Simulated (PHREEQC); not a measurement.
Dissolve 3.3 mmol/kgw CaSO4, 2.4 mmol/kgw Na2SO4 and 61 mmol/kgw MgSO4 at 25 °C. Closed to the air; pH follows from the charge balance.

All values are PHREEQC results (ion-association model, phreeqc.dat), not measurements.

No solid was allowed to form.

Estimate the ionic strength, density, specific conductance.

ionic strength 0.137 mol/kgw; density 1.005 g/cm³; specific conductance 6190 µS/cm.

In which forms is Mg present?

Mg+2 50 %, MgSO4 50 % of the Mg.
